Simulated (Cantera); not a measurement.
**Thermodynamics of chlorosilane synthesis and conversion, feed SiCl₄ + Cl₂ + H₂**

Input: 1 mol SiCl₄, 2.6 mol Cl₂, 7.5 mol H₂, equilibrated at 1280 Torr.

Cantera equilibrium calculation (NASA polynomials, part measured and part estimated; ideal gas, pure solids and liquids). Candidate condensed phases: Si; 19 gas species. The tables' values for SiCl₃ are old estimates; treat these amounts as uncertain. Equilibrium is a limit: real reactors are often held back by kinetics, nucleation or transport.

From 1148 K to 1648 K nothing is condensed. The main Si-bearing gas is SiCl₄ throughout.

| T (K) | x HCl | x H₂ | x SiCl₄ | x SiCl₃ | x SiCl₂ |
|---|---|---|---|---|---|
| 1148 | 0.470 | 0.440 | 0.0882 | 0.000174 | 3.79e-6 |
| 1198 | 0.471 | 0.439 | 0.0875 | 0.000367 | 1.37e-5 |
| 1248 | 0.472 | 0.438 | 0.0864 | 0.000726 | 4.40e-5 |
| 1298 | 0.473 | 0.437 | 0.0850 | 0.00135 | 0.000128 |
| 1348 | 0.475 | 0.435 | 0.0829 | 0.00236 | 0.000339 |
| 1398 | 0.478 | 0.432 | 0.0800 | 0.00391 | 0.000818 |
| 1448 | 0.482 | 0.429 | 0.0759 | 0.00611 | 0.00181 |
| 1498 | 0.487 | 0.423 | 0.0704 | 0.00895 | 0.00363 |
| 1548 | 0.495 | 0.416 | 0.0634 | 0.0123 | 0.00664 |
| 1598 | 0.504 | 0.408 | 0.0551 | 0.0157 | 0.0110 |
| 1648 | 0.515 | 0.398 | 0.0462 | 0.0187 | 0.0168 |
x: gas mole fraction; nothing condenses.
